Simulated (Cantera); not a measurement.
## Catalytic combustion on Pt

An isothermal plug-flow reactor at 825 K and 0.250 bar (inlet), inlet velocity 0.27 m/s, active area per volume 150 1/m; feed H₂ : O₂ : N₂ = 0.013 : 0.043 : 0.79 (molar parts), equivalence ratio 0.15.

Detailed kinetics in Cantera: Deutschmann's 1995 Pt surface mechanism with GRI-Mech 3.0 gas chemistry. Catalytic surfaces can have several steady states; this one follows from the mechanism file's or the stated starting coverage. Mass transfer to the wall is taken as infinitely fast.

| z (m) | x H₂ | x O₂ | x H₂O | θ free Pt | θ O* | θ OH* |
|---|---|---|---|---|---|---|
| 3.4e-05 | 0.0110 | 0.0487 | 0.00439 | 0.443 | 0.554 | 0.00245 |
| 6.5e-05 | 0.00869 | 0.0476 | 0.00673 | 0.359 | 0.638 | 0.00242 |
| 0.00013 | 0.00594 | 0.0463 | 0.00950 | 0.259 | 0.738 | 0.00230 |
| 0.00024 | 0.00375 | 0.0453 | 0.0117 | 0.187 | 0.811 | 0.00212 |
| 0.00047 | 0.00185 | 0.0444 | 0.0136 | 0.140 | 0.858 | 0.00195 |
| 0.0009 | 0.000648 | 0.0438 | 0.0148 | 0.118 | 0.880 | 0.00186 |
| 0.0017 | 0.000113 | 0.0435 | 0.0154 | 0.110 | 0.888 | 0.00182 |
| 0.0034 | 3.15e-6 | 0.0435 | 0.0155 | 0.108 | 0.890 | 0.00181 |
x: gas mole fraction; θ: surface coverage.
